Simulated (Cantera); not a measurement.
Cantera with NASA thermochemical tables; ideal gases at 1 bar, condensed phases pure. Values are per mole of reaction as written; species without (g) are pure solids or liquids, kept so even where they would boil at 1 bar.

2 Cr + 6 NO(g) = 2 CrO3(g) + 3 N2(g)

```csv
T (K),ΔH° (kJ),ΔS° (J/K),ΔG° (kJ),log10 K,condensed phases
1648,-1156.0,-230.1,-776.8,24.62,Cr(s)
1748,…,…,…,…,Cr(s)
1848,…,…,…,…,Cr(s)
1948,-1169.0,-237.3,-706.8,18.95,Cr(s)
2048,…,…,…,…,Cr(s)
2148,…,…,…,…,Cr(l)
2248,-1223.1,-262.9,-632.2,14.69,Cr(l)
```

Q: Some entries are withheld; supply them.

A: 
- 1748, ΔH° (kJ): -1159.9
- 1748, ΔS° (J/K): -232.4
- 1748, ΔG° (kJ): -753.7
- 1748, log10 K: 22.52
- 1848, ΔH° (kJ): -1164.2
- 1848, ΔS° (J/K): -234.8
- 1848, ΔG° (kJ): -730.4
- 1848, log10 K: 20.64
- 2048, ΔH° (kJ): -1174.3
- 2048, ΔS° (J/K): -239.9
- 2048, ΔG° (kJ): -682.9
- 2048, log10 K: 17.42
- 2148, ΔH° (kJ): -1220.4
- 2148, ΔS° (J/K): -261.6
- 2148, ΔG° (kJ): -658.4
- 2148, log10 K: 16.01
